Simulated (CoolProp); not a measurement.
Vapour pressure (bar) of carbon monoxide: the reference equation beside estimates from Tc = -140.3 °C, pc = 34.98 bar, ω = 0.050. Clausius-Clapeyron is anchored at -175.35 °C with a constant enthalpy of vaporisation of 5.281 kJ/mol.

Computed with CoolProp (reference Helmholtz-energy equation of state, Lemmon 2006). It is a short technical equation, of lower accuracy than the large ones.

| T (°C) | reference | Clausius-Clapeyron | van der Waals | Soave-Redlich-Kwong | Peng-Robinson |
|---|---|---|---|---|---|
| -192.65 | 0.8884 | 1.141 | 3.215 | 0.8834 | 0.9059 |
| -186.95 | 1.653 | 1.923 | 4.705 | 1.648 | 1.670 |
| -181.15 | 2.856 | 3.060 | 6.634 | 2.857 | 2.870 |
| -175.35 | 4.609 | 4.609 | 9.020 | 4.627 | 4.619 |
| -169.55 | 7.039 | 6.630 | 11.90 | 7.089 | 7.050 |
| -163.85 | 10.22 | 9.128 | 15.24 | 10.32 | 10.24 |
| -158.05 | 14.39 | 12.23 | 19.19 | 14.56 | 14.44 |
| -152.25 | 19.66 | 15.94 | 23.72 | 19.90 | 19.76 |

Absolute difference from the reference over all 8 rows, mean and median: Clausius-Clapeyron 12.8 and 12.8 %, van der Waals 105.8 and 82.4 %, Soave-Redlich-Kwong 0.7 and 0.6 %, Peng-Robinson 0.6 and 0.4 %.
